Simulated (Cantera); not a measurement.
# Thermodynamics of silicon carbide growth, feed CH3SiH3 + CH4 + H2

A closed system holds: 1 mol CH3SiH3, 0.024 mol CH4, 160 mol H2, at 1927 °C and 2.70 mbar.

Cantera equilibrium calculation (NASA polynomials, part measured and part estimated; ideal gas, pure solids and liquids). Candidate condensed phases: C, C6H6, C7H8, C8H18, Si, SiC; 87 gas species. The feed counts by its element totals alone. The numbers say what is thermodynamically allowed, not how fast it happens.

The x(H2) comes out as 0.890 and the x(H) is 0.102. The x(Si) is 0.00498, the x(C2H2 (acetylene)) is 0.00228 and the x(SiC2) comes out as 0.000479. The x(SiH) is 0.000108, the x(Si2C) is 9.94e-5 and the x(SiH2) is 9.68e-6. The x(C2H) is 9.08e-6. The n(C(graphite)) is 0.0470 mol. The gas amount comes out as 172.9 mol and the log10 activity of Si(l) (absent) is -1.44.
